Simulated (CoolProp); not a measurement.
Dry air at 293.15 K and 1.92 MPa flows at 1.7 m/s in a round tube of 6 mm bore and 0.25 µm roughness, fully developed (64/Re and Nu = 3.66 if laminar; Colebrook and Gnielinski if turbulent). Each further row changes one setting.

The numbers come from the reference Helmholtz-energy equation of state, Lemmon 2000 in CoolProp. It is a pseudo-pure fit of the blend.

```json
[
 {"case": "as stated", "Reynolds number": "(withheld)", "Darcy friction factor": "(withheld)", "pressure drop (Pa/m)": "161", "heat-transfer coefficient (W/(m² K))": "(withheld)", "mass flow (kg/h)": "3.97"},
 {"case": "velocity 3.4 m/s", "Reynolds number": "25300", "Darcy friction factor": "0.0245", "pressure drop (Pa/m)": "543", "heat-transfer coefficient (W/(m² K))": "(withheld)", "mass flow (kg/h)": "(withheld)"},
 {"case": "diameter 12 mm", "Reynolds number": "25300", "Darcy friction factor": "0.0245", "pressure drop (Pa/m)": "67.7", "heat-transfer coefficient (W/(m² K))": "(withheld)", "mass flow (kg/h)": "(withheld)"}
]
```

### Question
Fill in the missing entries.

### Answer

- as stated, Reynolds number: 12700
- as stated, Darcy friction factor: 0.0291
- as stated, heat-transfer coefficient (W/(m² K)): 159
- velocity 3.4 m/s, heat-transfer coefficient (W/(m² K)): 276
- velocity 3.4 m/s, mass flow (kg/h): 7.95
- diameter 12 mm, heat-transfer coefficient (W/(m² K)): 138
- diameter 12 mm, mass flow (kg/h): 15.9

Viscosity comes from a separate model (Lemmon 2004). Thermal conductivity comes from a separate model (Lemmon 2004).
